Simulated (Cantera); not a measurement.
## Cu2O + CO + N2 (carbothermic reduction)

Charge: 1 mol Cu2O, 0.96 mol CO, 2.3 mol N2.

Cantera equilibrium calculation (NASA polynomials, part measured and part estimated; ideal gas, pure solids and liquids). Candidate condensed phases: C, Cu, CuO, Cu2O; 27 gas species. Each liquid is taken as pure. Mutual solubility and eutectic melting of coexisting phases are not modelled. The numbers say what is thermodynamically allowed, not how fast it happens.

Stable condensed phases:

```
T in K \ P in Pa
              10      36     130     460    1700    6000   22000   77000  280000 1000000
   1975        A       A       A       A       B       B       B       B       C       C
   1900        A       A       A       B       B       B       B       B       C       C
   1825        A       A       A       B       B       B       B       C       C       C
   1750        A       A       B       B       B       B       B       C       C       C
   1675        A       B       B       B       B       B       C       C       C       C
   1600        A       B       B       B       B       B       C       C       C       C
   1525        B       B       B       B       B       C       C       C       C       C
   1450        B       B       B       B       C       C       C       C       C       C
   1375        B       B       C       C       C       C       C       C       C       C
   1300        B       C       C       C       C       C       C       C       C       C
   1225        C       C       C       C       C       C       C       C       C       C
```

A: gas only; B: Cu; C: Cu + Cu2O.
